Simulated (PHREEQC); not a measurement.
Make-up at 50 °C: 0.2 mol (NH4)2HPO4 and 0.071 mol Na2S per kg of water. Closed to the air; pH follows from the charge balance.

Model: ion-association model, phreeqc.dat, run in PHREEQC.

This is a speciation only: nothing precipitates in the calculation.

Problem. What pH does the model give?

Solution. pH 8.23.

Problem. In which forms is N present?

Solution. NH4+ 81 %, NH3 19 % of the N.

At this temperature some constants are extrapolated from 25 °C, and those without enthalpy data are left unchanged.
